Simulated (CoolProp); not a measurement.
Values from CoolProp's reference Helmholtz-energy equation of state, Thol 2018.

**Question.** For hydrogen chloride, give the phase and the cp (kJ/(kg K)), cv (kJ/(kg K)) at 319.75 °C and 263 kPa; 319.75 °C and 903 kPa; 319.75 °C and 24200 kPa.

**Answer.** 
- 319.75 °C and 263 kPa: gas; cp 0.813, cv 0.583
- 319.75 °C and 903 kPa: gas; cp 0.820, cv 0.584
- 319.75 °C and 24200 kPa: supercritical; cp 1.06, cv 0.616
